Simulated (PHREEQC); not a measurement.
Synthetic water in mg/L, 40 °C, pH 2.34, pe 8.1:

| constituent | mg/L |
|---|---|
| Na | 7.97 |
| K | 7.37 |
| Ca | 146 |
| Mg | 5.98 |
| Cl | 13.4 |
| S(6) as SO4 | 828 |
| Al | 1.14 |
| O(0) (dissolved oxygen) | 0.0453 |
| Cu(2) | 0.337 |

Na is adjusted to close the charge balance.
Valence states are taken as typed.

All values are PHREEQC results (ion-association model, phreeqc.dat), not measurements.

```
Item                           Value
--------------------  --------------
ionic strength        0.0215 mol/kgw
specific conductance      3880 µS/cm
total alkalinity        -7.40 meq/kg
```

```
species  molality  activity   log γ
-------  --------  --------  ------
SO4-2     0.00532   0.00301  -0.248
H+        0.00517   0.00457  -0.053
Ca+2      0.00269   0.00154  -0.244
HSO4-     0.00219   0.00189  -0.064
Na+       0.00209   0.00181  -0.062
CaSO4    0.000911  0.000915   0.002
Cl-      0.000378  0.000326  -0.065
```

No solid was allowed to form. At this temperature some constants are extrapolated from 25 °C, and those without enthalpy data are left unchanged.
